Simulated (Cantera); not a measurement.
A closed system holds: 1 mol Si3N4, 0.0053 mol Si, 0.11 mol H2, held at 91000 Pa.

Method: chemical equilibrium by Gibbs-energy minimisation in Cantera with the NASA 1993 tables (ideal gas, pure condensed phases). Candidate condensed phases: Si, Si3N4; 18 gas species. The tables' values for SiN are old estimates; treat these amounts as uncertain. Gases not in the tables: Si2H6 and higher silanes. The numbers say what is thermodynamically allowed, not how fast it happens. All values below are at 2148 K.

Base state: N2 0.947, H2 0.0516, H 0.000992, Si 0.000242, Si2N 4.85e-5, SiN 4.21e-5, SiH 2.57e-5, SiH2 1.20e-5 (mole fractions); condensed: Si(l).

Task: What changes in the equilibrium state with this change: H2 from 0.11 to 0.28 mol?

Result: 
| species | before | after |
|---|---|---|
| N2 | 0.947 | 0.876 |
| H2 | 0.0516 | 0.122 |
| H | 0.000992 | 0.00153 |
| Si | 0.000242 | 0.000242 |
| SiH2 | 1.20e-5 | 2.83e-5 |
| SiH | 2.57e-5 | 3.95e-5 |
| Si2N | 4.85e-5 | 4.66e-5 |
| SiN | 4.21e-5 | 4.05e-5 |
| Si(l), mol | 3.00 | 3.00 |

Task: What changes in the equilibrium state with this change: H2 from 0.11 to 2.8 mol?

Result: 
```json
[
 {"species": "H2", "before": "0.0516", "after": "0.580"},
 {"species": "N2", "before": "0.947", "after": "0.416"},
 {"species": "H", "before": "0.000992", "after": "0.00333"},
 {"species": "Si", "before": "0.000242", "after": "0.000242"},
 {"species": "SiH2", "before": "1.20e-5", "after": "0.000135"},
 {"species": "SiH", "before": "2.57e-5", "after": "8.62e-5"},
 {"species": "Si(l), mol", "before": "3.00", "after": "3.00"}
]
```
